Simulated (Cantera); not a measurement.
Input: 1 mol SiC, 0.045 mol Si, 0.091 mol H2, at 1302 °C and 75.0 Torr.

Equilibrium computed with Cantera from the NASA thermochemical tables; the gas is ideal and each condensed phase is pure. Candidate condensed phases: C, C6H6, C7H8, C8H18, Si, SiC; 87 gas species. Mutual solubility and eutectic melting of coexisting phases are not modelled. The numbers say what is thermodynamically allowed, not how fast it happens.

Base state: H2 1.000, H 0.000131 (mole fractions); condensed: Si(s) + SiC(s).

Task: What changes in the equilibrium state with this change: SiC replaced by SiO2?

Result: 
```json
[
 {"species": "H2", "before": "1.000", "after": "0.981"},
 {"species": "SiO", "before": "0", "after": "0.0190"},
 {"species": "H", "before": "0.000131", "after": "0.000130"},
 {"species": "Si(s), mol", "before": "0.0450", "after": "0.0441"},
 {"species": "SiC(s), mol", "before": "1.00", "after": "0"},
 {"species": "SiO2(β-quartz), mol", "before": "0", "after": "0.999"}
]
```
The tables hold silica as quartz up to 1696 K and as liquid above; real silica turns to tridymite and cristobalite and melts near 1996 K. Further candidate phases: H2O, SiO2.
